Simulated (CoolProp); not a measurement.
Cyclopentane at 293.15 K and 3.96 MPa is throttled through a valve to 0.155 MPa with no heat exchange. Each further row changes one setting.

Values from CoolProp's reference Helmholtz-energy equation of state, Gedanitz 2015.

| case | temperature change (K) |
|---|---|
| as stated | +1.8 |
| outlet pressure 0.0465 MPa | +1.8 |
| outlet pressure 0.202 MPa | +1.7 |
